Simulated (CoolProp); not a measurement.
Vapour-liquid equilibrium of propylene (1) + R142b (2) at 22.45 °C; x and y are mole fractions of (1).

Values from CoolProp's multi-fluid Helmholtz-energy mixture model, Lemmon 2013 and Lemmon 2006; pair parameters Bell 2016.

```
x     bubble pressure, mixture model (bar)  bubble pressure, Raoult's law (bar)  y, mixture model  y, Raoult's law
----  ------------------------------------  -----------------------------------  ----------------  ---------------
0.05                                 3.547                                3.506             0.153            0.154
0.2                                      ?                                4.662             0.456            0.464
0.35                                 6.082                                5.818                 ?            0.651
0.5                                      ?                                6.974             0.748            0.776
0.65                                     ?                                8.130                 ?            0.866
0.8                                  9.406                                9.286             0.907            0.933
0.95                                 10.47                                10.44             0.976            0.985
```

Fill in the missing entries.


- 0.2, bubble pressure, mixture model (bar): 4.836
- 0.35, y, mixture model: 0.632
- 0.5, bubble pressure, mixture model (bar): 7.251
- 0.65, bubble pressure, mixture model (bar): 8.349
- 0.65, y, mixture model: 0.835

The largest gap from Raoult's law is +4.5 % in bubble pressure, at x = 0.35. No azeotrope shows between x = 0.05 and 0.95.

The pair parameters rest on a limited set of measurements; away from them the model extrapolates.
